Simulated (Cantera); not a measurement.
Charge: 1 mol Si3N4, a varied amount of H2, at 278 Torr.

These are equilibrium values from Cantera (NASA tables, ideal gas, pure condensed phases), not measurements of a reactor. Candidate condensed phases: Si, Si3N4; 18 gas species. Mutual solubility and eutectic melting of coexisting phases are not modelled. Rates play no part.

### Question
What condenses at these points (T in K, n(H2) in mol): (2198, 0.12); (1998, 0.19); (1648, 0.23); (2048, 0.099); (1698, 0.08); (1698, 0.034)?

### Answer
```tsv
T (K)	n(H2) in mol	condensed phases	Si condensed (%)
2198	0.12	Si	99.9
1998	0.19	Si + Si3N4	100.0
1648	0.23	Si + Si3N4	100.0
2048	0.099	Si + Si3N4	100.0
1698	0.08	Si + Si3N4	100.0
1698	0.034	Si3N4	100.0
```
